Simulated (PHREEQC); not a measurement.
Make-up at 20 °C: 1.1 mmol/kgw KOH and 0.33 mmol/kgw NaAlO2. Closed to the air; pH follows from the charge balance.

The numbers come from PHREEQC with the ion-association model, wateq4f.dat.

Precipitation was switched off in this run.

Predict the pH, ionic strength.

pH 11.19; ionic strength 0.00143 mol/kgw.

Saturation is exceeded, for instance for Gibbsite (slow to form); the values hold only as long as no solid forms.
